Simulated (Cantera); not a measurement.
A closed system holds: 1 mol Si, 2.4 mol F₂, held at 9.60 mbar.

Equilibrium computed with Cantera from the NASA thermochemical tables; the gas is ideal and each condensed phase is pure. Candidate condensed phases: Si; 9 gas species. Equilibrium is a limit: real reactors are often held back by kinetics, nucleation or transport. All values below are at 1025 K.

Base state: SiF₄ 0.594, F 0.336, F₂ 0.0695 (mole fractions); condensed: gas only.

Problem. What changes in the equilibrium state with this change: 0.11 mol H₂ added?

Solution. 
```csv
species,before,after
SiF₄,0.594,0.578
F,0.336,0.255
HF,0,0.127
F₂,0.0695,0.0400
```
